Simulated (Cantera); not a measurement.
A perfectly stirred reactor is fed with CH4 : H2 : N2 = 0.017 : 1 : 0.00013 (molar parts), at 0.128 atm; it is held at 2398 K, and followed from long to short residence time.

Computed with Cantera and GRI-Mech 3.0 (53 species, 325 reactions). GRI-Mech 3.0 stops at C3 and has no aromatics, soot or wall deposition, so with more carbon than oxygen in the feed, carbon stays in small species such as C2H2 where larger ones or solid carbon would form.

One state of this run: x CH4 = 0.00890; x H2 = 0.971; x H = 0.0145; x C2H4 = 3.89e-5; x CH2 = 4.72e-5; x CH3 = 0.00243. x: mole fraction; the columns are a selection and need not sum to one.

Question: Which value of τ (s) does it belong to?
A. 0.15
B. 0.0029
C. 0.00041
D. 3.0

Answer: C, 0.00041
